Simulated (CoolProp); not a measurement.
Fluoroethane (R161) along the isotherm 344.8 K: fugacity coefficient from the reference equation and from simpler models built on Tc = 375.2 K, pc = 5.010 MPa, ω = 0.216; each cubic takes its own stable root.

Values from CoolProp's reference Helmholtz-energy equation of state, Wu 2012.

```csv
p (MPa),phase,reference,van der Waals,Redlich-Kwong
0.0158,gas,0.9985,0.9989,0.9986
0.0281,gas,0.9974,0.9980,0.9976
0.05,gas,0.9953,0.9964,0.9957
0.0889,gas,0.9917,0.9936,0.9923
0.158,gas,0.9853,0.9885,0.9863
0.281,gas,0.9739,0.9796,0.9758
0.5,gas,0.9537,0.9638,___
0.889,gas,0.9179,0.9357,0.9238
1.58,gas,___,0.8858,0.8655
5,liquid,0.4388,___,0.4861
```

Q: Some entries are withheld; supply them.

A: 
- 0.5, Redlich-Kwong: 0.9570
- 1.58, reference: 0.8546
- 5, van der Waals: 0.5617
